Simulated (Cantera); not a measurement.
A Cantera script and its output.

```python
import numpy as np
import cantera as ct

gas = ct.Solution("SiF4_NH3_mec.yaml", "gas")
gas.TPX = 2373, 3600, {'NH3': 1, 'N2': 4.1}
inlet = ct.Reservoir(gas, clone=True)

reactor = ct.IdealGasConstPressureReactor(gas, energy="off", clone=False)
exhaust = ct.Reservoir(gas, clone=True)
tau = [6.4, 2.5, 0.96, 0.37, 0.14, 0.056, 0.022, 0.0084, 0.0033, 0.0013][0]
for a, b in ((inlet, reactor), (reactor, exhaust)):
    ct.MassFlowController(a, b, mdot=lambda t: reactor.mass / tau)
net = ct.ReactorNet([reactor])
show = ['NH3', 'N2H4', 'NH', 'N2', 'N2H2', 'NH2', 'H2']

rows = []
print(f"{'tau/s':>10s}{'T/K':>9s}" + "".join(f"{s:>11s}" for s in show))
for tau in [6.4, 2.5, 0.96, 0.37, 0.14, 0.056, 0.022, 0.0084, 0.0033, 0.0013]:
    net.initial_time = 0.0
    net.advance(30 * tau)
    before = gas.X
    net.advance(40 * tau)
    drift = np.max(np.abs(gas.X - before) / (gas.X + 1e-9))
    rows.append([gas.T, *gas[show].X, drift])
    print(f"{tau:10.3e}{gas.T:9.1f}" + "".join(f"{x:11.3e}" for x in gas[show].X))
```

Output:

```
     tau/s      T/K        NH3       N2H4         NH         N2       N2H2        NH2         H2
 6.400e+00   2373.0  4.796e-05  1.575e-13  1.562e-05  7.477e-01  2.544e-09  1.094e-05  2.352e-01
 2.500e+00   2373.0  1.037e-03  5.234e-12  2.343e-05  7.526e-01  2.781e-08  6.289e-05  2.417e-01
 9.600e-01   2373.0  4.883e-03  3.441e-11  3.213e-05  7.544e-01  1.046e-07  1.612e-04  2.381e-01
 3.700e-01   2373.0  1.381e-02  1.390e-10  4.460e-05  7.569e-01  3.044e-07  3.239e-04  2.272e-01
 1.400e-01   2373.0  3.302e-02  4.766e-10  6.070e-05  7.619e-01  8.023e-07  5.997e-04  2.032e-01
 5.600e-02   2373.0  6.500e-02  1.292e-09  7.625e-05  7.701e-01  1.749e-06  9.876e-04  1.630e-01
 2.200e-02   2373.0  1.085e-01  2.925e-09  8.631e-05  7.812e-01  3.185e-06  1.486e-03  1.081e-01
 8.400e-03   2373.0  1.500e-01  5.457e-09  8.354e-05  7.918e-01  4.595e-06  2.029e-03  5.576e-02
 3.300e-03   2373.0  1.756e-01  8.044e-09  6.754e-05  7.983e-01  5.055e-06  2.464e-03  2.342e-02
 1.300e-03   2373.0  1.881e-01  8.244e-09  4.511e-05  8.015e-01  3.943e-06  2.494e-03  7.796e-03
```

Cantera simulation using the gas-phase N/H chemistry of the illustrative SiF4/NH3 mechanism in the Surface Chemkin manual (1991); the numbers are that mechanism's predictions, not measurements. Walls and surfaces, which speed up NH3 decomposition in real reactors, are not modelled.
